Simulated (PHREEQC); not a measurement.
Make-up at 25 °C: 0.0031 mol HF and 0.00079 mol CsF per kg of water. Closed to the air; pH follows from the charge balance.

The numbers come from PHREEQC with the ion-association model, wateq4f.dat.

This is a speciation only: nothing precipitates in the calculation.

Estimate the pH.

pH 3.06.

In which forms is F present?

HF 55 %, F- 44 %, HF2- 0.7 %, H2F2 0.6 % of the F.
